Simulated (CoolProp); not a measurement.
Fluorine at 295 K and 0.17 MPa is throttled through a valve to 0.0735 MPa with no heat exchange. Each further row changes one setting.

The numbers come from the reference Helmholtz-energy equation of state, de Reuck 1990 in CoolProp.

```tsv
case	temperature change (K)	final density (kg/m³)
as stated	-0.2	1.14
outlet pressure 0.022 MPa	-0.3	0.341
outlet pressure 0.0955 MPa	-0.1	1.48
```
